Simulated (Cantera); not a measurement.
**Adiabatic ignition**

An adiabatic, constant-volume homogeneous reactor starts with CH₃OH : O₂ : N₂ : H₂O = 1 : 0.682 : 5.59 : 1.8 (molar parts), equivalence ratio 2.2, at 1750 K and 3.95 atm.

Detailed kinetics in Cantera: GRI-Mech 3.0 (53 species, 325 reactions). GRI-Mech 3.0 was tuned for natural gas; its chemistry of methanol as a main component is partial and can be far from experiment.

| t (s) | T (K) | P (bar) | x CH₃OH | x O₂ | x H₂O | x CO₂ | x CH₂O |
|---|---|---|---|---|---|---|---|
| 2.00e-6 | 1750 | 4.04 | 0.0974 | 0.0702 | 0.201 | 8.72e-5 | 0.0101 |
| 6.50e-6 | 2077 | 5.60 | 3.06e-6 | 0.0195 | 0.247 | 0.00525 | 2.88e-5 |
| 2.11e-5 | 2434 | 6.42 | <1e-12 | 0.000354 | 0.266 | 0.0313 | 1.46e-8 |
| 6.86e-5 | 2492 | 6.54 | <1e-12 | 6.16e-5 | 0.270 | 0.0311 | 1.55e-8 |
| 0.000223 | 2497 | 6.55 | <1e-12 | 4.62e-5 | 0.271 | 0.0310 | 1.56e-8 |
| 0.000724 | 2497 | 6.55 | <1e-12 | 4.61e-5 | 0.271 | 0.0310 | 1.56e-8 |
| 0.00235 | 2496 | 6.55 | <1e-12 | 4.57e-5 | 0.271 | 0.0310 | 1.56e-8 |
| 0.00765 | 2495 | 6.55 | <1e-12 | 4.52e-5 | 0.271 | 0.0310 | 1.57e-8 |
| 0.0248 | 2495 | 6.55 | <1e-12 | 4.51e-5 | 0.271 | 0.0310 | 1.57e-8 |
| 0.0807 | 2495 | 6.55 | <1e-12 | 4.51e-5 | 0.271 | 0.0310 | 1.57e-8 |
| 0.262 | 2495 | 6.55 | <1e-12 | 4.51e-5 | 0.271 | 0.0310 | 1.57e-8 |
| 0.852 | 2495 | 6.55 | <1e-12 | 4.51e-5 | 0.271 | 0.0310 | 1.57e-8 |
| 2.77 | 2495 | 6.55 | <1e-12 | 4.51e-5 | 0.271 | 0.0310 | 1.57e-8 |
| 9.00 | 2495 | 6.55 | <1e-12 | 4.51e-5 | 0.271 | 0.0310 | 1.57e-8 |
x: mole fraction; the columns are a selection and need not sum to one.

The time of steepest temperature rise is 5.29 µs and the temperature at 9.00 s is 2495 K. The equilibrium temperature is 2495 K and the x(CH₃OH) at 9.00 s is <1e-12 (gas-phase equilibrium <1e-12). The x(O₂) at 9.00 s is 4.51e-5 (gas-phase equilibrium 4.51e-5). The x(H₂O) at 9.00 s comes out as 0.271 (gas-phase equilibrium 0.271).
